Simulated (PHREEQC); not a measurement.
Dissolve 0.0023 mol Al(NO3)3 and 4.6e-05 mol ZnBr2 per kg of water at 15 °C. Closed to the air; pH follows from the charge balance.

Model: ion-association model, phreeqc.dat, run in PHREEQC.

Task: The ionic strength comes out as 0.0138 mol/kgw. What activity coefficients do AlOH+2, Zn+2, Br-, NO3-, Al+3 get?

Result: AlOH+2 0.64, Zn+2 0.63, Br- 0.89, NO3- 0.89, Al+3 0.40.

No solid was allowed to form. Saturation is exceeded, for instance for Gibbsite (slow to form); the values hold only as long as no solid forms. Species that the database lacks are ignored.
